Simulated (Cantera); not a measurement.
**Reactions in the system C-O-Ta**

Standard-state values (1 bar) from the NASA 1993 polynomials, evaluated with Cantera. Values are per mole of reaction as written; species without (g) are pure solids or liquids, kept so even where they would boil at 1 bar. TaC: taken at fixed stoichiometry.

TaO₂(g) + CO(g) = TaC + O₃(g)

```json
[
 {"T (K)": "2675", "ΔH° (kJ)": "370.9", "ΔS° (J/K)": "-154.0", "ΔG° (kJ)": "783.0", "log10 K": "-15.29"},
 {"T (K)": "2725", "ΔH° (kJ)": "373.6", "ΔS° (J/K)": "-153.1", "ΔG° (kJ)": "790.7", "log10 K": "-15.16"},
 {"T (K)": "2775", "ΔH° (kJ)": "376.3", "ΔS° (J/K)": "-152.1", "ΔG° (kJ)": "798.3", "log10 K": "-15.03"},
 {"T (K)": "2825", "ΔH° (kJ)": "379.1", "ΔS° (J/K)": "-151.1", "ΔG° (kJ)": "805.9", "log10 K": "-14.90"},
 {"T (K)": "2875", "ΔH° (kJ)": "381.9", "ΔS° (J/K)": "-150.1", "ΔG° (kJ)": "813.4", "log10 K": "-14.78"},
 {"T (K)": "2925", "ΔH° (kJ)": "384.8", "ΔS° (J/K)": "-149.1", "ΔG° (kJ)": "820.9", "log10 K": "-14.66"},
 {"T (K)": "2975", "ΔH° (kJ)": "387.8", "ΔS° (J/K)": "-148.1", "ΔG° (kJ)": "828.3", "log10 K": "-14.54"}
]
```
